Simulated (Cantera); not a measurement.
A Cantera script and what it prints.

```python
import numpy as np
import cantera as ct

gas_names = """
    CL2 AL HF HCL ALF3
""".split()
cond_names = """
    ALCL3(s) ALCL3(L)
""".split()


# ... load() reads the species with a 1 bar reference pressure and builds the phases ...
species = {s.name: s for s in load("nasa_gas.yaml", gas_names) + load("nasa_condensed.yaml", cond_names)}
# Each term lists the table entries of one substance; the one whose range holds T is used.
reactions = {
    '3 Cl2(g) + 2 Al(g) = 2 AlCl3':
        [(-3, ['CL2']), (-2, ['AL']), (2, ['ALCL3(s)', 'ALCL3(L)'])],
    '3 Cl2(g) + 6 HF(g) + 2 Al(g) = 6 HCl(g) + 2 AlF3(g)':
        [(-3, ['CL2']), (-6, ['HF']), (-2, ['AL']), (6, ['HCL']), (2, ['ALF3'])],
}


def pick(names, T):
    return next(species[n] for n in names if species[n].thermo.min_temp <= T <= species[n].thermo.max_temp)


results = []
for label, terms in reactions.items():
    print(label)
    print("     T/K   dH/kJ  dS/(J/K)   dG/kJ   log10 K")
    for T in [300, 375, 400, 425, 450, 475, 500]:
        used = [(nu, pick(names, T)) for nu, names in terms]
        dH = sum(nu * s.thermo.h(T) for nu, s in used) / 1e6
        dS = sum(nu * s.thermo.s(T) for nu, s in used) / 1e3
        dG = dH - T * dS / 1e3
        logK = -dG * 1e6 / (ct.gas_constant * T * np.log(10))
        results.append((label, T, dH, dS, dG, logK, [s.name for _, s in used]))
        print(f"{T:8g} {dH:8.1f} {dS:8.1f} {dG:8.1f} {logK:8.2f}")
```

Output:

```
3 Cl2(g) + 2 Al(g) = 2 AlCl3
     T/K   dH/kJ  dS/(J/K)   dG/kJ   log10 K
     300  -2070.6   -779.5  -1836.7   319.80
     375  -2067.4   -770.0  -1778.6   247.74
     400  -2066.1   -766.7  -1759.4   229.75
     425  -2064.8   -763.5  -1740.3   213.89
     450  -2063.3   -760.2  -1721.2   199.79
     475  -1990.7   -604.2  -1703.7   187.35
     500  -1988.2   -599.1  -1688.7   176.41
3 Cl2(g) + 6 HF(g) + 2 Al(g) = 6 HCl(g) + 2 AlF3(g)
     T/K   dH/kJ  dS/(J/K)   dG/kJ   log10 K
     300  -1996.6   -366.4  -1886.7   328.50
     375  -1997.8   -370.1  -1859.1   258.95
     400  -1998.2   -370.9  -1849.8   241.56
     425  -1998.4   -371.5  -1840.5   226.21
     450  -1998.6   -372.0  -1831.2   212.56
     475  -1998.8   -372.4  -1821.9   200.35
     500  -1998.9   -372.6  -1812.6   189.36
```

Source: NASA polynomial tables (part measured, part estimated), evaluated in Cantera. Condensed species are held in their standard states even where they would react or evaporate.
